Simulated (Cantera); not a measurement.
Charge: 1 mol PbO, 0.91 mol CO, 10 mol N2, 5.7 mol CH4, 0.00013 mol O2, equilibrated at 1.60 mbar.

Method: chemical equilibrium by Gibbs-energy minimisation in Cantera with the NASA 1993 tables (ideal gas, pure condensed phases). Candidate condensed phases: C, C6H6, C7H8, C8H18, H2O, Pb, PbO, PbO2, Pb3O4; 139 gas species. The numbers say what is thermodynamically allowed, not how fast it happens.

log p: log10 of the partial pressure in bar; n: condensed amount in mol.

```csv
T (K),log p H2,log p N2,log p CO,log p H,log p Pb,log p HCN,n C(graphite)
1575,-3.13,-3.18,-3.90,-5.94,-4.18,-5.91,4.68
1625,-3.13,-3.18,-3.90,-5.71,-4.18,-5.78,4.67
1675,-3.13,-3.18,-3.90,-5.50,-4.18,-5.65,4.66
1725,-3.13,-3.18,-3.90,-5.30,-4.18,-5.53,4.65
1775,-3.13,-3.18,-3.90,-5.10,-4.18,-5.42,4.64
1825,-3.13,-3.18,-3.90,[?],-4.18,[?],4.62
1875,-3.13,-3.19,-3.90,-4.75,-4.18,-5.22,4.60
1925,-3.14,-3.19,-3.90,[?],-4.19,[?],4.57
1975,-3.14,-3.19,-3.91,-4.44,-4.19,-5.04,4.54
2025,-3.15,-3.19,-3.91,-4.29,-4.19,-4.96,4.50
2075,-3.16,-3.20,-3.91,-4.15,-4.19,-4.89,4.46
```

Problem. Complete the blanks.

Solution. 
- 1825, log p H: -4.92
- 1825, log p HCN: -5.32
- 1925, log p H: -4.59
- 1925, log p HCN: -5.13
